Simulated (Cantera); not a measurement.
Input: 1 mol SF6, 2.3 mol H2, held at 2552 °C and 51.0 Pa.

These are equilibrium values from Cantera (NASA tables, ideal gas, pure condensed phases), not measurements of a reactor. Candidate condensed phases: S; 24 gas species. Kinetics and transport are ignored.

Base state: HF 0.470, F 0.291, S 0.126, H 0.112, H2 0.000798, S2 0.000375, SH 0.000142, SF 6.69e-5 (mole fractions); condensed: gas only.

What changes in the equilibrium state with this change: H2 from 2.3 to 0.078 mol?


```csv
species,before,after
F,0.291,0.836
S,0.126,0.142
HF,0.470,0.0206
H,0.112,0.00170
H2,0.000798,1.85e-7
SH,0.000142,2.43e-6
SF,6.69e-5,0.000216
S2,0.000375,0.000474
```
